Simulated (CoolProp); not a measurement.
Properties of octamethyltrisiloxane (MDM) along the isobar 3.06 bar.

Values from CoolProp's reference Helmholtz-energy equation of state, Thol 2017.

```tsv
T (°C)	phase	density (kg/m³)	speed of sound (m/s)	Joule-Thomson coefficient (K/MPa)	expansivity (1/kK)	fugacity coefficient
152.55	liquid	676.0	507.5	-0.1452	1.863	0.3152
171.25	liquid	651.6	449.9	-0.05384	2.079	0.4850
189.85	liquid	625.2	392.2	0.07467	2.384	0.7068
208.55	gas	21.32	111.0	20.09	3.821	0.8692
227.25	gas	19.95	116.6	16.62	3.317	0.8871
245.85	gas	18.82	121.5	14.06	2.958	0.9019
264.55	gas	17.86	125.9	12.09	2.684	0.9144
283.15	gas	17.02	129.9	10.53	2.470	0.9250
301.85	gas	16.28	133.6	9.268	2.296	0.9340
```
